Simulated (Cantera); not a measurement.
A perfectly stirred reactor is fed with H2 : O2 : N2 = 1 : 0.746 : 2.81 (molar parts), equivalence ratio 0.67, at 2.10 bar; it is adiabatic with a 750 K inlet, and is followed from long to short residence time, starting on the burning branch (τ in s: 0.091, 0.036, 0.014, 0.0054, 0.0021, 0.00083, 0.00032, 0.00013, 4.9e-05).

Model: GRI-Mech 3.0 (53 species, 325 reactions), integrated in Cantera. The hydrogen kinetics of GRI-Mech 3.0 are dated; newer H2 mechanisms differ, most at raised pressure.

Problem. What does this change do: pressure from 2.10 bar to 3.00 bar?

Solution. 
| quantity | before | after |
|---|---|---|
| blow-out, bracketed by the residence times tried | burning at 49.0 µs, the shortest tried | burning at 49.0 µs, the shortest tried |
| x(H2) at τ = 91.0 ms | 0.00150 | 0.00127 |
| x(O2) at τ = 91.0 ms | 0.0567 | 0.0566 |
| x(H2O) at τ = 91.0 ms | 0.241 | 0.241 |
| x(NO) at τ = 91.0 ms | 0.00478 | 0.00521 |
| x(O) at τ = 91.0 ms | 0.000839 | 0.000710 |
| x(H2) at τ = 2.10 ms | 0.00301 | 0.00221 |
| x(O2) at τ = 2.10 ms | 0.0586 | 0.0588 |
| x(H2O) at τ = 2.10 ms | 0.237 | 0.239 |
| x(NO) at τ = 2.10 ms | 0.000403 | 0.000459 |
| x(O) at τ = 2.10 ms | 0.00165 | 0.00119 |

Problem. What does this change do: inlet temperature 750 to 425 K?

Solution. 
| quantity | before | after |
|---|---|---|
| blow-out, bracketed by the residence times tried | burning at 49.0 µs, the shortest tried | burning at 49.0 µs, the shortest tried |
| x(H2) at τ = 91.0 ms | 0.00150 | 0.000400 |
| x(O2) at τ = 91.0 ms | 0.0567 | 0.0597 |
| x(H2O) at τ = 91.0 ms | 0.241 | 0.244 |
| x(NO) at τ = 91.0 ms | 0.00478 | 0.000430 |
| x(O) at τ = 91.0 ms | 0.000839 | 0.000218 |
| x(H2) at τ = 2.10 ms | 0.00301 | 0.00216 |
| x(O2) at τ = 2.10 ms | 0.0586 | 0.0596 |
| x(H2O) at τ = 2.10 ms | 0.237 | 0.240 |
| x(NO) at τ = 2.10 ms | 0.000403 | 5.51e-5 |
| x(O) at τ = 2.10 ms | 0.00165 | 0.00106 |
